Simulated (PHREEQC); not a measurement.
0.19 g of hydrous ferric oxide (600 m²/g; 0.2 weak and 0.005 strong sites per Fe, Dzombak-Morel constants, diffuse double layer) in 1 kg of water with 0.3 mol/kgw of an inert sodium salt and 0.00062 mol/kgw MgCl2, 7.7e-06 mol/kgw Na2SO4 and 0.00011 mol/kgw CuCl2, at 25 °C; the pH is set by adding NaOH or the inert anion's acid. Oxygen alone is held at its pressure in air (log pO2 = -0.68). The system is closed to CO2. Nothing may precipitate in this run.

Model: ion-association model, wateq4f.dat, run in PHREEQC.

| pH | Mg sorbed (%) | S sorbed (%) | Cu sorbed (%) |
|---|---|---|---|
| 3 | 0.0 | 78.3 | 0.0 |
| 3.5 | 0.0 | … | … |
| 4 | 0.0 | … | 1.3 |
| 4.5 | 0.0 | 70.8 | 6.9 |
| 5 | 0.0 | 59.1 | … |
| 5.5 | 0.0 | 41.4 | 58.9 |
| 6 | 0.0 | … | 89.0 |
| 6.5 | 0.0 | 10.9 | 97.8 |
| 7 | … | 3.9 | 99.4 |
| 7.5 | 0.9 | … | 99.6 |
| 8 | 4.1 | … | 99.2 |
| 8.5 | 10.4 | 0.1 | 97.1 |
| 9 | 17.5 | 0.0 | 86.3 |

Task: Some entries are withheld; supply them.

Result: 
- 3.5, S sorbed (%): 77.9
- 3.5, Cu sorbed (%): 0.1
- 4, S sorbed (%): 76.1
- 5, Cu sorbed (%): 22.2
- 6, S sorbed (%): 24.0
- 7, Mg sorbed (%): 0.2
- 7.5, S sorbed (%): 1.1
- 8, S sorbed (%): 0.3

Along this series the solution becomes supersaturated in solids that the run did not let form, among them Cu(OH)2. Species that the database lacks are ignored. The database's constant for dissolved Cu(OH)2 is higher than later reviews accept. The oxide is taken as insoluble; below pH 4 it would dissolve.
